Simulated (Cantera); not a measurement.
Mixture: C3H8 : O2 : N2 = 1 : 7.58 : 28.5 (molar parts), equivalence ratio 0.66, at 10.0 bar, adiabatic and at constant volume. Ignition delay is the time to a rise of 400 K.

Model: GRI-Mech 3.0 (53 species, 325 reactions), integrated in Cantera. GRI-Mech 3.0 was tuned for natural gas; its chemistry of propane as a main component is partial and can be far from experiment.

Q: What does this change do: O2 7.58 to 3.6 parts?

A: 
| quantity | before | after |
|---|---|---|
| delay at 1225 K | 0.966 ms | 1.72 ms |
| delay at 1325 K | 0.182 ms | 0.312 ms |
| delay at 1425 K | 44.0 µs | 74.6 µs |
| delay at 1525 K | 14.0 µs | 23.6 µs |
| delay at 1625 K | 5.72 µs | 9.51 µs |
| apparent activation energy between 1575 and 1675 K | 170 kJ/mol | 180 kJ/mol |
